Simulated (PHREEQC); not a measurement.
1 kg of water holding 0.033 mol/kgw K2SO4 and 0.024 mol/kgw K2CO3 is evaporated at 25 °C; the solids stay in contact with the brine. CO2 is held at log p = -3.4 (atm). The run lets Arcanite, Kalicinite, Misenite precipitate or redissolve, and no other solid.

Model: Pitzer model, pitzer.dat, run in PHREEQC.

```tsv
water left (kg)	ionic strength	water activity	Arcanite (mol)	C in solution (mol/kgw)	K in solution (mol/kgw)	S in solution (mol/kgw)
0.9998	0.157	0.997	0	0.0380	0.114	0.0330
0.8217	0.192	0.997	0	…	…	0.0402
0.555	0.288	0.995	0	0.0635	0.205	0.0595
0.4562	0.352	0.994	0	0.0754	0.250	0.0723
0.3749	0.431	0.993	0	0.0895	0.304	0.0880
0.3081	0.526	0.992	0	0.106	…	0.107
0.2081	0.786	0.988	0	0.151	0.548	0.159
0.171	0.960	0.986	0	0.180	0.666	0.193
0.1406	1.17	0.983	0	0.214	0.811	0.235
0.09496	1.75	0.976	0	0.307	1.20	0.348
0.07803	2.13	0.971	0	0.368	1.46	0.423
0.06413	2.33	0.968	0.00570	0.441	1.60	0.426
0.05271	2.46	0.966	0.0124	0.530	1.69	…
0.03561	2.87	0.959	0.0219	0.767	1.97	0.313
0.02927	3.17	0.954	0.0251	0.924	…	0.271
0.02405	3.56	0.947	0.0275	1.11	2.45	0.229
0.01626	4.73	0.926	0.0306	1.63	3.25	0.151
0.01336	5.56	0.911	0.0315	1.97	3.82	…
0.01098	6.60	0.890	0.0321	2.39	4.54	0.0848
0.00902	7.91	…	0.0325	2.91	5.44	0.0589
0.00608	11.5	0.776	0.0329	4.34	7.94	0.0235
0.004994	13.9	0.715	0.0329	5.34	9.64	0.0135
```

### Question
Fill in the missing entries.

### Answer

- 0.8217, C in solution (mol/kgw): 0.0451
- 0.8217, K in solution (mol/kgw): 0.139
- 0.3081, K in solution (mol/kgw): 0.370
- 0.05271, S in solution (mol/kgw): 0.391
- 0.02927, K in solution (mol/kgw): 2.18
- 0.01336, S in solution (mol/kgw): 0.116
- 0.00902, water activity: 0.861

Complexes and solids missing from the database can't appear.
